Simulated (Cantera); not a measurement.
## Equilibrium for silicon carbide growth: CH3SiCl3 + C2H4 + H2

Feed: 1 mol CH3SiCl3, 1.2 mol C2H4, 6.9 mol H2, held at 46.0 mbar.

Cantera equilibrium calculation (NASA polynomials, part measured and part estimated; ideal gas, pure solids and liquids). Candidate condensed phases: C, C6H6, C7H8, C8H18, Si, SiC; 109 gas species. The feed counts by its element totals alone. The tables' values for SiCl, SiCl3 are old estimates; treat these amounts as uncertain. Gases not in the tables: Si2H6 and higher silanes. Rates play no part.

From 1898 K to 2248 K the condensed part is C(graphite) + SiC(s). The main Si-bearing gas is SiCl2 throughout. The share of Si in condensed phases is highest at 1898 K (91.3 %) and lowest at 2248 K (79.8 %).

| T (K) | x H2 | x HCl | x H | x SiCl2 | x Cl | x C2H2 (acetylene) | x Si | x SiCl | n C(graphite) | n SiC(s) |
|---|---|---|---|---|---|---|---|---|---|---|
| 1898 | 0.760 | 0.229 | 0.00318 | 0.00687 | 0.000721 | 0.000286 | 9.84e-6 | 2.76e-5 | 2.48 | 0.913 |
| 1948 | 0.760 | 0.226 | 0.00459 | 0.00773 | 0.00103 | 0.000409 | 2.27e-5 | 4.86e-5 | 2.49 | 0.902 |
| 1998 | 0.759 | 0.224 | 0.00652 | 0.00863 | 0.00143 | 0.000575 | 5.03e-5 | 8.32e-5 | 2.50 | 0.890 |
| 2048 | 0.757 | 0.221 | 0.00909 | 0.00954 | 0.00196 | 0.000794 | 0.000107 | 0.000138 | 2.50 | 0.877 |
| 2098 | 0.755 | 0.218 | 0.0125 | 0.0105 | 0.00265 | 0.00108 | 0.000220 | 0.000224 | 2.51 | 0.863 |
| 2148 | 0.751 | 0.214 | 0.0168 | 0.0114 | 0.00352 | 0.00144 | 0.000436 | 0.000354 | 2.52 | 0.846 |
| 2198 | 0.747 | 0.210 | 0.0224 | 0.0122 | 0.00460 | 0.00189 | 0.000839 | 0.000546 | 2.52 | 0.826 |
| 2248 | 0.740 | 0.206 | 0.0295 | 0.0131 | 0.00594 | 0.00245 | 0.00157 | 0.000824 | 2.53 | 0.798 |
x: gas mole fraction; n: condensed amount in mol.
